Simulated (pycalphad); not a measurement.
# Phase fractions of Al-3.32Si-0.56Sn (at.%)

Computed with pycalphad from the COST 507 light-alloy database (1999), at 1 atm. The database dates from 1999; later assessments differ in places, in temperatures and in the compounds included. The system is extrapolated from its subsystems; higher-order compounds may be missing. Phase fractions are per mole of atoms.

| T (°C) | LIQUID | FCC_A1 | DIAMOND_A4 | BCT_A5 |
|---|---|---|---|---|
| 677 | 1.000 | - | - | - |
| 627 | 0.714 | 0.286 | - | - |
| 577 | 0.235 | 0.765 | - | - |
| 527 | 0.006 | 0.970 | 0.024 | - |
| 477 | 0.006 | 0.967 | 0.027 | - |
| 427 | 0.006 | 0.964 | 0.030 | - |
| 377 | 0.006 | 0.963 | 0.031 | - |
| 327 | 0.006 | 0.962 | 0.032 | - |
| 277 | 0.006 | 0.961 | 0.033 | - |
| 227 | - | 0.961 | 0.033 | 0.006 |

FCC_A1 is fcc; DIAMOND_A4 is diamond (Si); BCT_A5 is bct (Sn).
